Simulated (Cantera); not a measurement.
Input: 1 mol C₆H₆, 0.028 mol CO₂, 1.8 mol N₂, held at 0.460 bar.

These are equilibrium values from Cantera (NASA tables, ideal gas, pure condensed phases), not measurements of a reactor. Candidate condensed phases: C, C₆H₆, C₇H₈, C₈H₁₈, H₂O; 136 gas species. Equilibrium is a limit: real reactors are often held back by kinetics, nucleation or transport.

**Question.** At 1573 K, list the 4 most abundant gas species with their mole fractions, and the condensed phases.

**Answer.** H₂ 0.617, N₂ 0.370, CO 0.0115, HCN 0.000825. Condensed: C(graphite).
